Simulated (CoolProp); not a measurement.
Model: reference Helmholtz-energy equation of state, Fiedler 2023, in CoolProp.

**Question.** Give the vapour pressure (kPa), liquid density (kg/m³), vapour density (kg/m³), liquid cp (kJ/(kg K)) of saturated tetrahydrofuran at 302.1, 383.7, 416.3 K.

**Answer.** 
```
T (K)  p (kPa)  liquid density (kg/m³)  vapour density (kg/m³)  liquid cp (kJ/(kg K))
-----  -------  ----------------------  ----------------------  ---------------------
302.1     25.7                     878                   0.744                   1.74
383.7      355                     782                    8.64                   2.08
416.3      735                     738                    17.4                   2.25
```
